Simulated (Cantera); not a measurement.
# Premixed flame

A freely propagating, adiabatic, planar premixed flame of 11.3 % CH4, 17.3 % O2, 65.1 % N2, 6.31 % H2O, unburnt at 448 K and 97.5 Torr; mixture-averaged transport, grid criteria slope 0.08 and curve 0.16, no radiation.

Computed with Cantera and GRI-Mech 3.0 (53 species, 325 reactions). Burning velocities carry a grid error of a few per cent, more on coarse grids.

```json
[
 {"z (mm)": "-8.32", "T (K)": "448", "u (m/s)": "0.752", "x CH4": "0.112", "x O2": "0.173", "x H2O": "0.0630", "x CH2O": "2.70e-8", "x CO": "1.47e-6", "x C2H6": "1.35e-8"},
 {"z (mm)": "-5.55", "T (K)": "450", "u (m/s)": "0.757", "x CH4": "0.112", "x O2": "0.172", "x H2O": "0.0629", "x CH2O": "7.08e-7", "x CO": "2.66e-5", "x C2H6": "4.35e-7"},
 {"z (mm)": "-4.16", "T (K)": "458", "u (m/s)": "0.776", "x CH4": "0.111", "x O2": "0.171", "x H2O": "0.0636", "x CH2O": "6.79e-6", "x CO": "0.000201", "x C2H6": "5.52e-6"},
 {"z (mm)": "-2.77", "T (K)": "543", "u (m/s)": "0.931", "x CH4": "0.104", "x O2": "0.165", "x H2O": "0.0716", "x CH2O": "8.65e-5", "x CO": "0.00240", "x C2H6": "0.000136"},
 {"z (mm)": "-1.39", "T (K)": "992", "u (m/s)": "1.74", "x CH4": "0.0707", "x O2": "0.127", "x H2O": "0.116", "x CH2O": "0.000583", "x CO": "0.0203", "x C2H6": "0.00153"},
 {"z (mm)": "-0.693", "T (K)": "1375", "u (m/s)": "2.45", "x CH4": "0.0382", "x O2": "0.0861", "x H2O": "0.155", "x CH2O": "0.000906", "x CO": "0.0418", "x C2H6": "0.00131"},
 {"z (mm)": "0", "T (K)": "1701", "u (m/s)": "3.06", "x CH4": "0.0104", "x O2": "0.0422", "x H2O": "0.193", "x CH2O": "0.000582", "x CO": "0.0632", "x C2H6": "0.000135"},
 {"z (mm)": "0.693", "T (K)": "1851", "u (m/s)": "3.34", "x CH4": "0.00124", "x O2": "0.0164", "x H2O": "0.212", "x CH2O": "0.000149", "x CO": "0.0684", "x C2H6": "1.75e-6"},
 {"z (mm)": "1.39", "T (K)": "1888", "u (m/s)": "3.40", "x CH4": "9.16e-5", "x O2": "0.00669", "x H2O": "0.218", "x CH2O": "1.70e-5", "x CO": "0.0635", "x C2H6": "1.08e-8"},
 {"z (mm)": "2.77", "T (K)": "1904", "u (m/s)": "3.41", "x CH4": "4.73e-7", "x O2": "0.00263", "x H2O": "0.217", "x CH2O": "1.29e-7", "x CO": "0.0557", "x C2H6": "<1e-8"},
 {"z (mm)": "5.55", "T (K)": "1916", "u (m/s)": "3.42", "x CH4": "<1e-8", "x O2": "0.00196", "x H2O": "0.216", "x CH2O": "<1e-8", "x CO": "0.0518", "x C2H6": "<1e-8"},
 {"z (mm)": "11.1", "T (K)": "1930", "u (m/s)": "3.44", "x CH4": "<1e-8", "x O2": "0.00169", "x H2O": "0.216", "x CH2O": "<1e-8", "x CO": "0.0514", "x C2H6": "<1e-8"},
 {"z (mm)": "22.2", "T (K)": "1950", "u (m/s)": "3.47", "x CH4": "<1e-8", "x O2": "0.00133", "x H2O": "0.218", "x CH2O": "<1e-8", "x CO": "0.0516", "x C2H6": "<1e-8"}
]
```
x: mole fraction of selected species; z is measured from the peak of heat release.

```yaml
laminar_burning_velocity: 75.1 cm/s
thermal_thickness: 2.77 mm
peak x(CH2O): 0.000907
peak x(CO): 0.0686
peak x(C2H6): 0.00174
grid_points: 159
```
